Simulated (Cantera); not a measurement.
Gas mixture: 85.6 % NO, 14.4 % N2, at 9.87 atm, frozen composition.

Cantera's kinetic-theory transport with the Lennard-Jones parameters of GRI-Mech 3.0, ideal gas; thermal conductivity in the multicomponent form. The composition is frozen, though it would react at the higher temperatures.

One state of this run: ρ (kg/m³) = 4.21; cp (J/kg/K) = 1108; μ (µPa s) = 38.4; λ (mW/m/K) = 60.2; Pr = 0.707; D (cm²/s) NO = 0.123; D (cm²/s) N2 = 0.123; D (cm²/s) CH4 = 0.136. D: mixture-averaged diffusion coefficient of that species in the mixture.

Question: Which value of T (K) does it belong to?
A. 850
B. 1300
C. 1000
D. 1150

Answer: A, 850
